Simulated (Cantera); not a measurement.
Charge: 1 mol SiC, 3.7 mol H₂O, 2 mol H₂, at 1600 K and 0.00133 bar.

These are equilibrium values from Cantera (NASA tables, ideal gas, pure condensed phases), not measurements of a reactor. Candidate condensed phases: C, C₆H₆, C₇H₈, C₈H₁₈, H₂O, Si, SiC, SiO₂; 123 gas species. The tables hold silica as quartz up to 1696 K and as liquid above; real silica turns to tridymite and cristobalite and melts near 1996 K. Kinetics and transport are ignored.

Problem. What is the equilibrium state?

Solution. 
* **x(H₂)**: 0.751
* **x(CO)**: 0.143
* **x(H₂O)**: 0.0983
* **x(CO₂)**: 0.00622
* **x(H)**: 0.00129
* **x(SiO)**: 0.000147
* **x(OH)**: 6.61e-6
* **n(SiO₂(β-quartz))**: 0.999 mol
* **gas amount**: 6.705 mol
* **log10 activity of C(graphite) (absent)**: -5.90
* **log10 activity of Si(s) (absent)**: -8.32
